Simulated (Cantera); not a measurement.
Input: 1 mol CHF3, 0.053 mol CH4, held at 0.133 bar.

Equilibrium computed with Cantera from the NASA thermochemical tables; the gas is ideal and each condensed phase is pure. Candidate condensed phases: C, C6H6, C7H8, C8H18; 95 gas species. Gases not in the tables: C2F6 and larger saturated fluorocarbons. Equilibrium is a limit: real reactors are often held back by kinetics, nucleation or transport.

**Question.** At 2400 °C, list the 7 most abundant gas species with their mole fractions, and the condensed phases.

**Answer.** HF 0.520, CF2 0.230, F 0.217, CF4 0.0147, CF 0.0117, CF3 0.00598, H 0.000150. Condensed: C(graphite).
